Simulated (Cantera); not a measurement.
An adiabatic, constant-pressure homogeneous reactor starts with 7.44 % CH4, 0.455 % H2, 19.3 % O2, 72.8 % N2, at 1648 K and 2400 Torr.

Model: GRI-Mech 3.0 (53 species, 325 reactions), integrated in Cantera.

Task: Predict: time of steepest temperature rise; temperature at 6.00 s; equilibrium temperature; x(H2) at 6.00 s; x(O2) at 6.00 s; x(NO) at 6.00 s.

Result: 
* **time of steepest temperature rise**: 98.1 µs
* **temperature at 6.00 s**: 2785 K
* **equilibrium temperature**: 2785 K
* **x(H2) at 6.00 s**: 0.00750 (gas-phase equilibrium 0.00750)
* **x(O2) at 6.00 s**: 0.0410 (gas-phase equilibrium 0.0410)
* **x(NO) at 6.00 s**: 0.0151 (gas-phase equilibrium 0.0151)
